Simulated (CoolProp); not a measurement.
Vapour-liquid equilibrium of n-butane (1) + benzene (2) at 111.75 °C; x and y are mole fractions of (1).

Model: multi-fluid Helmholtz-energy mixture model, Bücker 2006 and Thol 2012; pair parameters Bell 2016, in CoolProp.

```json
[
 {"x": "0.05", "bubble pressure, mixture model (MPa)": "0.3338", "bubble pressure, Raoult's law (MPa)": "0.3280", "y, mixture model": "0.285", "y, Raoult's law": "0.291"},
 {"x": "0.15", "bubble pressure, mixture model (MPa)": "0.5151", "bubble pressure, Raoult's law (MPa)": "0.4941", "y, mixture model": "0.564", "y, Raoult's law": "0.579"},
 {"x": "0.25", "bubble pressure, mixture model (MPa)": "[?]", "bubble pressure, Raoult's law (MPa)": "0.6603", "y, mixture model": "0.698", "y, Raoult's law": "0.722"},
 {"x": "0.35", "bubble pressure, mixture model (MPa)": "0.8668", "bubble pressure, Raoult's law (MPa)": "0.8264", "y, mixture model": "[?]", "y, Raoult's law": "0.807"},
 {"x": "0.45", "bubble pressure, mixture model (MPa)": "[?]", "bubble pressure, Raoult's law (MPa)": "0.9925", "y, mixture model": "0.828", "y, Raoult's law": "0.864"},
 {"x": "0.55", "bubble pressure, mixture model (MPa)": "[?]", "bubble pressure, Raoult's law (MPa)": "1.159", "y, mixture model": "0.866", "y, Raoult's law": "0.905"},
 {"x": "0.65", "bubble pressure, mixture model (MPa)": "[?]", "bubble pressure, Raoult's law (MPa)": "1.325", "y, mixture model": "[?]", "y, Raoult's law": "0.935"},
 {"x": "0.75", "bubble pressure, mixture model (MPa)": "1.479", "bubble pressure, Raoult's law (MPa)": "1.491", "y, mixture model": "[?]", "y, Raoult's law": "0.959"},
 {"x": "0.85", "bubble pressure, mixture model (MPa)": "1.635", "bubble pressure, Raoult's law (MPa)": "1.657", "y, mixture model": "0.952", "y, Raoult's law": "0.978"},
 {"x": "0.95", "bubble pressure, mixture model (MPa)": "1.809", "bubble pressure, Raoult's law (MPa)": "1.823", "y, mixture model": "0.983", "y, Raoult's law": "0.993"}
]
```

Task: Fill in the missing entries.

Result: 
- 0.25, bubble pressure, mixture model (MPa): 0.6946
- 0.35, y, mixture model: 0.776
- 0.45, bubble pressure, mixture model (MPa): 1.029
- 0.55, bubble pressure, mixture model (MPa): 1.183
- 0.65, bubble pressure, mixture model (MPa): 1.331
- 0.65, y, mixture model: 0.897
- 0.75, y, mixture model: 0.925

The largest gap from Raoult's law is +5.2 % in bubble pressure, at x = 0.25. No azeotrope shows between x = 0.05 and 0.95.

The pair parameters rest on a limited set of measurements; away from them the model extrapolates. The gap from Raoult's law changes sign with composition, which may be real or a fault of the pair parameters; it wasn't checked against measurements.
